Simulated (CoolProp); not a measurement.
Vapour-liquid equilibrium of n-decane (1) + n-dodecane (2) at 467.6 K; x and y are mole fractions of (1).

The numbers come from the multi-fluid Helmholtz-energy mixture model, Lemmon 2006 and Lemmon 2004; pair parameters Bell 2016 in CoolProp.

```csv
x,bubble pressure (MPa),y at the bubble point,dew pressure at overall composition x (MPa),liquid density (mol/L)
0.05,0.06335,0.120,0.06041,3.625
0.125,0.07090,0.271,0.06359,3.660
0.2,0.07865,0.396,0.06713,3.694
0.275,0.08656,0.500,0.07111,3.729
0.35,0.09457,0.588,0.07559,3.765
0.425,0.1027,0.662,0.08069,3.802
0.5,0.1108,0.726,0.08654,3.839
0.575,0.1189,0.782,0.09331,3.877
0.65,0.1271,0.830,0.1012,3.916
0.725,0.1352,0.873,0.1106,3.955
0.8,0.1434,0.912,0.1219,3.996
0.875,0.1516,0.947,0.1355,4.038
0.95,0.1598,0.980,0.1522,4.080
```

No azeotrope shows between x = 0.05 and 0.95.

The pair parameters rest on a limited set of measurements; away from them the model extrapolates.
